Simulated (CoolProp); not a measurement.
Vapour-liquid equilibrium of R134a (1) + isobutane (2) at 7.66 bar; x and y are mole fractions of (1).

Model: multi-fluid Helmholtz-energy mixture model, Tillner-Roth 1994 and Bücker 2006; pair parameters Bell 2016, in CoolProp.

```tsv
x	bubble temperature, mixture model (°C)	bubble temperature, Raoult's law (°C)	y, mixture model	y, Raoult's law
0.05	46.2	52.7	0.195	0.092
0.125	38.0	50.1	0.372	0.216
0.2	33.1	47.7	0.473	0.325
0.275	30.1	45.5	0.535	0.421
0.35	(withheld)	43.4	(withheld)	0.508
0.425	27.0	41.4	0.610	0.586
0.5	26.2	39.6	(withheld)	0.657
0.575	25.7	37.9	0.662	0.721
0.65	25.4	36.3	0.689	0.780
0.725	25.3	34.8	0.720	0.834
0.8	25.5	33.3	(withheld)	0.884
0.875	26.2	32.0	0.821	0.930
0.95	(withheld)	30.6	(withheld)	0.973
```

### Question
Some entries are withheld; supply them.

### Answer

- 0.35, bubble temperature, mixture model (°C): 28.2
- 0.35, y, mixture model: 0.578
- 0.5, y, mixture model: 0.637
- 0.8, y, mixture model: 0.762
- 0.95, bubble temperature, mixture model (°C): 27.9
- 0.95, y, mixture model: 0.911

The largest gap from Raoult's law is -15.4 K in bubble temperature, at x = 0.275. y crosses x between x = 0.65 and 0.725: the model has an azeotrope there.

Pair parameters are fitted to limited data, so mixtures are less certain than the pure fluids. With so large a gap from Raoult's law the liquid may split in two, which this calculation doesn't test in full.
